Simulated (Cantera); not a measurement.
A closed system holds: 1 mol SiCl₄, 0.59 mol HCl, 18 mol N₂, equilibrated at 1598 K and 9600 Pa.

Cantera equilibrium calculation (NASA polynomials, part measured and part estimated; ideal gas, pure solids and liquids). Candidate condensed phases: NH₄Cl, Si, Si₃N₄; 28 gas species. The tables' values for SiCl₃ are old estimates; treat these amounts as uncertain. Kinetics and transport are ignored.

Question: What is the equilibrium state?

Answer: 
- x(N₂) = 0.916
- x(SiCl₄) = 0.0483
- x(HCl) = 0.0300
- x(Cl) = 0.00271
- x(SiCl₃) = 0.00229
- x(SiCl₂) = 0.000268
- x(Cl₂) = 5.99e-5
- x(H₂) = 2.27e-6
- gas amount = 19.64 mol
- log10 activity of Si(s) (absent) = -6.71
